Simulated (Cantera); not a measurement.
**Hydrocarbon pyrolysis for carbon deposition**

A perfectly stirred reactor is fed with 26.3 % C₂H₆, 73.6 % H₂, 0.121 % H₂O, at 0.00250 bar; it is held at 1848 K, and followed from long to short residence time.

Computed with Cantera and GRI-Mech 3.0 (53 species, 325 reactions). GRI-Mech 3.0 stops at C3 and has no aromatics, soot or wall deposition, so with more carbon than oxygen in the feed, carbon stays in small species such as C2H2 where larger ones or solid carbon would form. Radical loss at walls, strong at low pressure, is not modelled.

```
τ (s)     x C₂H₆   x H₂      x H    x C₂H₄    x C₂H
------  --------  -----  -------  --------  -------
22       2.43e-6  0.818  0.00603   2.50e-5  1.33e-5
4.7      1.26e-5  0.813  0.00525  0.000101  1.15e-5
1.0      6.05e-5  0.801  0.00523  0.000427  1.12e-5
0.23    0.000255  0.780  0.00567   0.00155  1.16e-5
0.050    0.00110  0.747  0.00643   0.00524  1.18e-5
0.011    0.00464  0.702  0.00731    0.0149  1.06e-5
0.0024    0.0195  0.661  0.00783    0.0324  6.37e-6
```
x: mole fraction; the columns are a selection and need not sum to one.
